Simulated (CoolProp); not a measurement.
Properties of propylene glycol along the isotherm 620 K.

The numbers come from the reference Helmholtz-energy equation of state, Eisenbach 2021 in CoolProp.

```json
[
 {"p (MPa)": "0.0346", "phase": "gas", "density (kg/m³)": "0.5118", "speed of sound (m/s)": "264.7", "Joule-Thomson coefficient (K/MPa)": "5.663", "expansivity (1/kK)": "1.627", "fugacity coefficient": "0.9979"},
 {"p (MPa)": "0.071", "phase": "gas", "density (kg/m³)": "1.053", "speed of sound (m/s)": "264.1", "Joule-Thomson coefficient (K/MPa)": "5.686", "expansivity (1/kK)": "1.642", "fugacity coefficient": "0.9956"},
 {"p (MPa)": "0.146", "phase": "gas", "density (kg/m³)": "2.175", "speed of sound (m/s)": "263.0", "Joule-Thomson coefficient (K/MPa)": "5.733", "expansivity (1/kK)": "1.673", "fugacity coefficient": "0.9910"},
 {"p (MPa)": "0.3", "phase": "gas", "density (kg/m³)": "4.514", "speed of sound (m/s)": "260.7", "Joule-Thomson coefficient (K/MPa)": "5.833", "expansivity (1/kK)": "1.741", "fugacity coefficient": "0.9815"},
 {"p (MPa)": "0.615", "phase": "gas", "density (kg/m³)": "9.451", "speed of sound (m/s)": "255.7", "Joule-Thomson coefficient (K/MPa)": "6.054", "expansivity (1/kK)": "1.893", "fugacity coefficient": "0.9620"},
 {"p (MPa)": "1.26", "phase": "gas", "density (kg/m³)": "___", "speed of sound (m/s)": "244.7", "Joule-Thomson coefficient (K/MPa)": "6.590", "expansivity (1/kK)": "2.283", "fugacity coefficient": "0.9222"},
 {"p (MPa)": "2.59", "phase": "gas", "density (kg/m³)": "47.47", "speed of sound (m/s)": "216.3", "Joule-Thomson coefficient (K/MPa)": "8.315", "expansivity (1/kK)": "___", "fugacity coefficient": "0.8394"},
 {"p (MPa)": "5.33", "phase": "liquid", "density (kg/m³)": "679.5", "speed of sound (m/s)": "518.9", "Joule-Thomson coefficient (K/MPa)": "0.3425", "expansivity (1/kK)": "___", "fugacity coefficient": "0.5073"},
 {"p (MPa)": "10.9", "phase": "liquid", "density (kg/m³)": "___", "speed of sound (m/s)": "___", "Joule-Thomson coefficient (K/MPa)": "0.2000", "expansivity (1/kK)": "___", "fugacity coefficient": "0.2794"}
]
```

Question: What belongs in the gaps?

Answer: 
- 1.26, density (kg/m³): 20.31
- 2.59, expansivity (1/kK): 3.742
- 5.33, expansivity (1/kK): 3.341
- 10.9, density (kg/m³): 704.1
- 10.9, speed of sound (m/s): 595.8
- 10.9, expansivity (1/kK): 2.604
